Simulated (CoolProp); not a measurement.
Saturation properties of chloromethane (R40).

The numbers come from the reference Helmholtz-energy equation of state, Thol 2014 in CoolProp.

```json
[
 {"T (K)": "304.1", "p (bar)": "(withheld)", "liquid density (kg/m³)": "899.6", "vapour density (kg/m³)": "15.54", "surface tension (mN/m)": "14.4"},
 {"T (K)": "312.6", "p (bar)": "8.606", "liquid density (kg/m³)": "881.6", "vapour density (kg/m³)": "(withheld)", "surface tension (mN/m)": "13.1"},
 {"T (K)": "321.1", "p (bar)": "10.69", "liquid density (kg/m³)": "(withheld)", "vapour density (kg/m³)": "(withheld)", "surface tension (mN/m)": "11.8"},
 {"T (K)": "329.6", "p (bar)": "13.13", "liquid density (kg/m³)": "843.4", "vapour density (kg/m³)": "(withheld)", "surface tension (mN/m)": "10.6"},
 {"T (K)": "338.1", "p (bar)": "15.95", "liquid density (kg/m³)": "823.0", "vapour density (kg/m³)": "36.15", "surface tension (mN/m)": "(withheld)"},
 {"T (K)": "346.6", "p (bar)": "19.19", "liquid density (kg/m³)": "801.4", "vapour density (kg/m³)": "43.90", "surface tension (mN/m)": "8.09"},
 {"T (K)": "355.1", "p (bar)": "22.88", "liquid density (kg/m³)": "778.5", "vapour density (kg/m³)": "53.08", "surface tension (mN/m)": "6.91"},
 {"T (K)": "363.6", "p (bar)": "(withheld)", "liquid density (kg/m³)": "753.9", "vapour density (kg/m³)": "64.04", "surface tension (mN/m)": "5.76"}
]
```

Q: Some entries are withheld; supply them.

A: 
- 304.1, p (bar): 6.839
- 312.6, vapour density (kg/m³): 19.44
- 321.1, liquid density (kg/m³): 862.9
- 321.1, vapour density (kg/m³): 24.10
- 329.6, vapour density (kg/m³): 29.62
- 338.1, surface tension (mN/m): 9.31
- 363.6, p (bar): 27.08

It boils at 249.2 K under 1 atm.

Surface tension comes from a separate correlation (Mulero 2014).
